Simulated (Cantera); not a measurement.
Charge: 1 mol Si₃N₄, 0.0029 mol O₂, 22 mol N₂, held at 0.260 bar.

Equilibrium computed with Cantera from the NASA thermochemical tables; the gas is ideal and each condensed phase is pure. Candidate condensed phases: Si, SiO₂, Si₂N₂O, Si₃N₄; 16 gas species. Mutual solubility and eutectic melting of coexisting phases are not modelled. The tables' values for SiN are old estimates; treat these amounts as uncertain. The numbers say what is thermodynamically allowed, not how fast it happens.

log p: log10 of the partial pressure in bar; n: condensed amount in mol.

| T (K) | log p N₂ | log p Si | log p SiO | log p Si₂N | n Si₂N₂O(s) | n Si₃N₄(s) | n Si(l) |
|---|---|---|---|---|---|---|---|
| 973 | -0.59 | <-12 | <-12 | <-12 | 0.00580 | 0.996 | 0 |
| 1173 | -0.59 | <-12 | <-12 | <-12 | 0.00580 | 0.996 | 0 |
| 1373 | -0.59 | <-12 | -9.17 | <-12 | 0.00580 | 0.996 | 0 |
| 1573 | -0.59 | -9.36 | -6.38 | … | 0.00576 | 0.996 | 0 |
| 1773 | -0.59 | -6.78 | -4.23 | … | 0.000779 | 0.998 | 0 |
| 1973 | -0.59 | -4.74 | -4.16 | … | 0 | 0.997 | 0 |
| 2173 | -0.59 | -3.55 | -4.20 | … | 0 | 0 | 2.96 |

### Question
Some entries are withheld; supply them.

### Answer

- 1573, log p Si₂N: -11.55
- 1773, log p Si₂N: -8.28
- 1973, log p Si₂N: -5.69
- 2173, log p Si₂N: -4.54
